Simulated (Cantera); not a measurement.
# Equilibrium for fluorocarbon and chlorocarbon gases: CH₃Cl + H₂

Input: 1 mol CH₃Cl, 0.65 mol H₂, equilibrated at 11.0 Pa.

Equilibrium computed with Cantera from the NASA thermochemical tables; the gas is ideal and each condensed phase is pure. Candidate condensed phases: C, C₆H₆, C₇H₈, C₈H₁₈; 91 gas species. The numbers say what is thermodynamically allowed, not how fast it happens.

```
T (°C)  log p H  log p H₂  log p HCl  log p Cl  log p C  log p C₃  n C(graphite)
------  -------  --------  ---------  --------  -------  --------  -------------
627      -12.01     -4.16      -4.38    -12.24     <-15      <-15          1.000
827       -9.67     -4.16      -4.38     -9.93     <-15      <-15          1.000
1027      -8.04     -4.16      -4.38     -8.33     <-15      <-15          1.000
1227      -6.84     -4.17      -4.38     -7.15     <-15      <-15          1.000
1427      -5.92     -4.17      -4.39     -6.25   -13.82    -14.35          1.000
1627      -5.20     -4.19      -4.43     -5.56   -11.50    -11.68          0.999
1827      -4.65     -4.29      -4.57     -5.06    -9.63     -9.54          0.996
2027      -4.28     -4.54      -4.90     -4.79    -8.08     -7.78          0.988
2227      -4.11     -5.03      -5.47     -4.71    -6.78     -6.30          0.910
2427      -4.10     -5.70      -6.17     -4.72    -5.74     -5.27              0
2627      -4.10     -6.32      -6.78     -4.73    -5.21     -5.46              0
2827      -4.11     -6.88      -7.35     -4.75    -4.88     -6.02              0
3027      -4.12     -7.37      -7.83     -4.76    -4.78     -7.08              0
```
log p: log10 of the partial pressure in bar; n: condensed amount in mol.

From 627 °C to 2227 °C the condensed part is C(graphite). From 2427 °C to 3027 °C nothing is condensed. The main C-bearing gas is CH₄ at 627 °C and C at 3027 °C.
